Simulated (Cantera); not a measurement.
**Thermodynamics of silicon oxide and oxynitride deposition, feed SiH₄ + H₂O**

Charge: 1 mol SiH₄, 1.7 mol H₂O, at 13300 Pa.

Method: chemical equilibrium by Gibbs-energy minimisation in Cantera with the NASA 1993 tables (ideal gas, pure condensed phases). Candidate condensed phases: H₂O, Si, SiO₂; 18 gas species. Mutual solubility and eutectic melting of coexisting phases are not modelled. The tables hold silica as quartz up to 1696 K and as liquid above; real silica turns to tridymite and cristobalite and melts near 1996 K. Gases not in the tables: Si₂H₆ and higher silanes. Rates play no part.

```
T (K)   x H₂    x SiO       x H     x H₂O   x SiH₂     x Si  n Si(s)  n SiO₂(β-quartz)  n SiO₂(condensed)
-----  -----  -------  --------  --------  -------  -------  -------  ----------------  -----------------
1473   0.998  0.00235   3.46e-5   2.46e-6  1.05e-6  4.11e-8    0.146             0.846                  0
1498   0.996  0.00375   4.70e-5   3.23e-6  1.45e-6  7.53e-8    0.143             0.843                  0
1523   0.994  0.00587   6.31e-5   4.19e-6  1.99e-6  1.35e-7    0.139             0.839                  0
1548   0.991  0.00906   8.39e-5   5.39e-6  2.70e-6  2.38e-7    0.133             0.833                  0
1573   0.986   0.0138  0.000111   6.87e-6  3.62e-6  4.12e-7    0.124             0.824                  0
1598   0.979   0.0207  0.000144   8.66e-6  4.79e-6  7.01e-7    0.111             0.811                  0
1623   0.969   0.0306  0.000186   1.08e-5  6.27e-6  1.17e-6   0.0915             0.792                  0
1648   0.955   0.0448  0.000238   1.33e-5  8.09e-6  1.93e-6   0.0632             0.763                  0
1673   0.935   0.0648  0.000302   1.62e-5  1.03e-5  3.13e-6   0.0217             0.722                  0
1698   0.925   0.0750  0.000381   2.44e-5  8.60e-6  3.28e-6        0                 0              0.700
1723   0.924   0.0750  0.000480   4.21e-5  5.55e-6  2.61e-6        0                 0              0.700
1748   0.924   0.0750  0.000602   7.12e-5  3.63e-6  2.09e-6        0                 0              0.700
1773   0.924   0.0751  0.000749  0.000119  2.40e-6  1.68e-6        0                 0              0.700
1798   0.924   0.0751  0.000927  0.000195  1.61e-6  1.37e-6        0                 0              0.699
```
x: gas mole fraction; n: condensed amount in mol.

From 1473 K to 1673 K the condensed part is Si(s) + SiO₂(β-quartz). From 1698 K to 1798 K the condensed part is SiO₂(condensed). The main Si-bearing gas is SiO throughout. The share of Si in condensed phases is highest at 1473 K (99.1 %) and lowest at 1798 K (69.9 %).
